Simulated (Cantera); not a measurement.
A closed system holds: 1 mol Pb, 71 mol H2, at 0.900 Torr.

Method: chemical equilibrium by Gibbs-energy minimisation in Cantera with the NASA 1993 tables (ideal gas, pure condensed phases). Candidate condensed phases: Pb; 4 gas species. Equilibrium is a limit: real reactors are often held back by kinetics, nucleation or transport.

Which condensed phases are stable at each of these points (T (K)): 523, 673, 823, 973, 1123, 1273, 1423, 1573?


```csv
T (K),condensed phases,Pb condensed (%)
523,Pb(s),100.0
673,Pb(l),100.0
823,Pb(l),99.2
973,Pb(l),47.9
1123,gas only,0.0
1273,gas only,0.0
1423,gas only,0.0
1573,gas only,0.0
```

At 523 K the condensed part is Pb(s). From 673 K to 973 K the condensed part is Pb(l). From 1123 K to 1573 K nothing is condensed.
